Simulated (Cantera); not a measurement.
Charge: 1 mol MgCl2, 0.095 mol H2O, 170 mol H2, held at 0.0600 Torr.

Cantera equilibrium calculation (NASA polynomials, part measured and part estimated; ideal gas, pure solids and liquids). Candidate condensed phases: H2O, Mg, MgCl2, MgO, Mg(OH)2; 22 gas species. Equilibrium is a limit: real reactors are often held back by kinetics, nucleation or transport.

Task: Which condensed phases are stable at each of these points (T (K)): 1200, 1250, 1300, 1350, 1400, 1450, 1500, 1550, 1600, 1650, 1700, 1750, 1800?

Result: 
```csv
T (K),condensed phases,Mg condensed (%)
1200,MgO(s),9.5
1250,MgO(s),9.4
1300,MgO(s),9.3
1350,MgO(s),8.7
1400,MgO(s),6.4
1450,gas only,0.0
1500,gas only,0.0
1550,gas only,0.0
1600,gas only,0.0
1650,gas only,0.0
1700,gas only,0.0
1750,gas only,0.0
1800,gas only,0.0
```

From 1200 K to 1400 K the condensed part is MgO(s). From 1450 K to 1800 K nothing is condensed.
